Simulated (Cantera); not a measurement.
# Silicon oxide and oxynitride deposition: HMDSO + CO2

Feed: 1 mol HMDSO, 0.82 mol CO2, equilibrated at 0.100 bar.

Cantera equilibrium calculation (NASA polynomials, part measured and part estimated; ideal gas, pure solids and liquids). Candidate condensed phases: C, C6H6, C7H8, C8H18, H2O, Si, SiC, SiO2; 123 gas species. The feed counts by its element totals alone. Mutual solubility and eutectic melting of coexisting phases are not modelled. Kinetics and transport are ignored.

| T (K) | x H2 | x CH4 | x CO | x C2H6 | x H2O | x H | x C2H4 | n C(graphite) | n SiC(s) | n SiO2(α-quartz) | n SiO2(β-quartz) |
|---|---|---|---|---|---|---|---|---|---|---|---|
| 523 | 0.0924 | 0.908 | <1e-12 | 6.87e-7 | <1e-12 | <1e-12 | 4.83e-12 | 1.86 | 0.680 | 1.32 | 0 |
| 623 | 0.356 | 0.644 | <1e-12 | 1.15e-6 | <1e-12 | <1e-12 | 3.76e-10 | 2.61 | 0.680 | 1.32 | 0 |
| 723 | 0.722 | 0.278 | <1e-12 | 6.86e-7 | 1.40e-11 | <1e-12 | 4.86e-9 | 4.18 | 0.680 | 1.32 | 0 |
| 823 | 0.921 | 0.0791 | 4.67e-10 | 1.84e-7 | 5.69e-10 | 2.23e-11 | 1.82e-8 | 5.48 | 0.680 | 1.32 | 0 |
| 923 | 0.978 | 0.0222 | 5.88e-8 | 4.29e-8 | 8.88e-9 | 7.65e-10 | 3.84e-8 | 5.94 | 0.680 | 0 | 1.32 |
| 1023 | 0.993 | 0.00739 | 2.84e-6 | 1.18e-8 | 7.72e-8 | 1.30e-8 | 6.46e-8 | 6.07 | 0.680 | 0 | 1.32 |
| 1123 | 0.997 | 0.00292 | 6.81e-5 | 3.96e-9 | 4.48e-7 | 1.34e-7 | 9.65e-8 | 6.11 | 0.680 | 0 | 1.32 |
x: gas mole fraction; n: condensed amount in mol.

From 523 K to 823 K the condensed part is C(graphite) + SiC(s) + SiO2(α-quartz). From 923 K to 1123 K the condensed part is C(graphite) + SiC(s) + SiO2(β-quartz).
